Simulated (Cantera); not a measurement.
An adiabatic, constant-pressure homogeneous reactor starts with H₂ : O₂ : N₂ = 1 : 0.417 : 3.83 (molar parts), at 1300 K and 0.770 bar. Integrator tolerance rtol = 1e-08.

Cantera simulation using the H2/O2 subset of GRI-Mech 3.0, which has no nitrogen chemistry; the numbers are that mechanism's predictions, not measurements.

### Question
What does this change do: pressure from 0.770 bar to 5.10 bar?

### Answer
```json
[
 {"quantity": "time of steepest temperature rise", "before": "65.6 µs", "after": "12.0 µs"},
 {"quantity": "temperature at 0.200 s", "before": "2386 K", "after": "2412 K"},
 {"quantity": "equilibrium temperature", "before": "2386 K", "after": "2412 K"},
 {"quantity": "x(H₂) at 0.200 s", "before": "0.0349 (gas-phase equilibrium 0.0349)", "after": "0.0344 (gas-phase equilibrium 0.0344)"},
 {"quantity": "x(O₂) at 0.200 s", "before": "0.000340 (gas-phase equilibrium 0.000340)", "after": "7.15e-5 (gas-phase equilibrium 7.15e-5)"},
 {"quantity": "x(OH) at 0.200 s", "before": "0.00277 (gas-phase equilibrium 0.00277)", "after": "0.00129 (gas-phase equilibrium 0.00129)"},
 {"quantity": "x(H₂O) at 0.200 s", "before": "0.168 (gas-phase equilibrium 0.168)", "after": "0.171 (gas-phase equilibrium 0.171)"},
 {"quantity": "x(O) at 0.200 s", "before": "0.000170 (gas-phase equilibrium 0.000170)", "after": "3.48e-5 (gas-phase equilibrium 3.48e-5)"},
 {"quantity": "x(HO₂) at 0.200 s", "before": "1.03e-7 (gas-phase equilibrium 1.03e-7)", "after": "5.55e-8 (gas-phase equilibrium 5.55e-8)"}
]
```
The hydrogen kinetics of GRI-Mech 3.0 are dated; newer H2 mechanisms differ, most at raised pressure.

### Question
What does this change do: O2 0.417 to 0.62 parts?

### Answer
```tsv
quantity	before	after
time of steepest temperature rise	65.6 µs	50.5 µs
temperature at 0.200 s	2386 K	2473 K
equilibrium temperature	2386 K	2473 K
x(H₂) at 0.200 s	0.0349 (gas-phase equilibrium 0.0349)	0.00715 (gas-phase equilibrium 0.00715)
x(O₂) at 0.200 s	0.000340 (gas-phase equilibrium 0.000340)	0.0242 (gas-phase equilibrium 0.0242)
x(OH) at 0.200 s	0.00277 (gas-phase equilibrium 0.00277)	0.0113 (gas-phase equilibrium 0.0113)
x(H₂O) at 0.200 s	0.168 (gas-phase equilibrium 0.168)	0.186 (gas-phase equilibrium 0.186)
x(O) at 0.200 s	0.000170 (gas-phase equilibrium 0.000170)	0.00225 (gas-phase equilibrium 0.00225)
x(HO₂) at 0.200 s	1.03e-7 (gas-phase equilibrium 1.03e-7)	3.36e-6 (gas-phase equilibrium 3.36e-6)
```
